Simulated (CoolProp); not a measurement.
Vapour-liquid equilibrium of hydrogen sulfide (1) + isobutane (2) at 332.5 K; x and y are mole fractions of (1).

Computed with CoolProp (multi-fluid Helmholtz-energy mixture model, Lemmon 2006 and Bücker 2006; pair parameters Kunz 2012).

```csv
x,"bubble pressure, mixture model (MPa)","bubble pressure, Raoult's law (MPa)","y, mixture model","y, Raoult's law"
0.05,1.056,1.028,0.193,0.209
0.2,1.672,1.545,0.515,0.557
0.35,2.247,2.061,0.666,0.730
0.5,2.758,2.577,?,0.834
0.65,?,3.094,0.829,0.903
0.8,3.682,3.610,?,0.953
0.95,4.144,4.127,?,0.990
```

Task: What belongs in the gaps?

Result: 
- 0.5, y, mixture model: 0.758
- 0.65, bubble pressure, mixture model (MPa): 3.226
- 0.8, y, mixture model: 0.897
- 0.95, y, mixture model: 0.973

The largest gap from Raoult's law is +9.0 % in bubble pressure, at x = 0.35. No azeotrope shows between x = 0.05 and 0.95.

The pair parameters rest on a limited set of measurements; away from them the model extrapolates.
